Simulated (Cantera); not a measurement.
## Thermodynamics of sublimation and decomposition of ceramics, feed MgO + N₂

Feed: 1 mol MgO, 0.063 mol N₂, held at 21.8 Torr.

Equilibrium computed with Cantera from the NASA thermochemical tables; the gas is ideal and each condensed phase is pure. Candidate condensed phases: Mg, MgO; 27 gas species. Ions and electrons are included (thermal ionisation). Kinetics and transport are ignored.

```tsv
T (K)	x Mg	x O	x O₂	x MgO	x N₂	x Mg+	x e-	x N
3000	0.534	0.248	0.139	0.0384	0.0321	4.16e-5	4.14e-5	1.47e-5
3250	0.507	0.372	0.0642	0.0200	0.0298	0.000140	0.000139	6.25e-5
3500	0.492	0.441	0.0232	0.00966	0.0289	0.000399	0.000398	0.000221
3750	0.485	0.467	0.00800	0.00477	0.0288	0.00101	0.00100	0.000669
4000	0.482	0.475	0.00296	0.00250	0.0284	0.00227	0.00227	0.00176
4250	0.477	0.477	0.00120	0.00139	0.0274	0.00468	0.00468	0.00407
4500	0.470	0.476	0.000531	0.000812	0.0253	0.00890	0.00889	0.00840
4750	0.458	0.472	0.000253	0.000493	0.0216	0.0158	0.0158	0.0154
5000	0.440	0.465	0.000128	0.000306	0.0165	0.0262	0.0262	0.0250
```
x: gas mole fraction; nothing condenses.

From 3000 K to 5000 K nothing is condensed. The main Mg-bearing gas is Mg throughout.
